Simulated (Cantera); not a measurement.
Thermodynamics of silicon carbide growth, feed SiCl₄ + C₂H₂ + H₂

Feed: 1 mol SiCl₄, a varied amount of C₂H₂, 6.2 mol H₂, held at 1175 K and 0.560 bar.

Method: chemical equilibrium by Gibbs-energy minimisation in Cantera with the NASA 1993 tables (ideal gas, pure condensed phases). Candidate condensed phases: C, C₆H₆, C₇H₈, C₈H₁₈, Si, SiC; 109 gas species. The tables' values for SiCl₃ are old estimates; treat these amounts as uncertain. The numbers say what is thermodynamically allowed, not how fast it happens.

From 0.08 mol C₂H₂ to 0.18 mol C₂H₂ the condensed part is SiC(s). From 0.28 mol C₂H₂ to 1.5 mol C₂H₂ the condensed part is C(graphite) + SiC(s). The main Si-bearing gas is SiCl₄ throughout. The share of Si in condensed phases is highest at 1.5 mol C₂H₂ (41.4 %) and lowest at 0.08 mol C₂H₂ (15.7 %).

```tsv
n(C₂H₂) (mol)	log p H₂	log p HCl	log p SiCl₄	log p SiHCl₃	log p CH₄	log p SiCl₃	log p SiCl₂	log p SiH₂Cl₂	n SiC(s)	n C(graphite)
0.08	-0.36	-1.23	-1.28	-2.04	-3.70	-2.79	-3.31	-3.70	0.157	0
0.12	-0.37	-1.11	-1.31	-2.19	-3.22	-2.94	-3.58	-3.97	0.232	0
0.18	-0.39	-0.99	-1.36	-2.39	-2.68	-3.12	-3.89	-4.30	0.332	0
0.28	-0.40	-0.96	-1.39	-2.46	-2.51	-3.19	-4.00	-4.42	0.370	0.147
0.42	-0.39	-0.96	-1.40	-2.46	-2.51	-3.20	-4.00	-4.42	0.376	0.420
0.64	-0.39	-0.96	-1.42	-2.48	-2.50	-3.21	-4.01	-4.43	0.384	0.850
0.97	-0.39	-0.97	-1.45	-2.50	-2.49	-3.23	-4.03	-4.44	0.396	1.50
1.5	-0.38	-0.97	-1.49	-2.52	-2.48	-3.26	-4.05	-4.45	0.414	2.53
```
log p: log10 of the partial pressure in bar; n: condensed amount in mol.
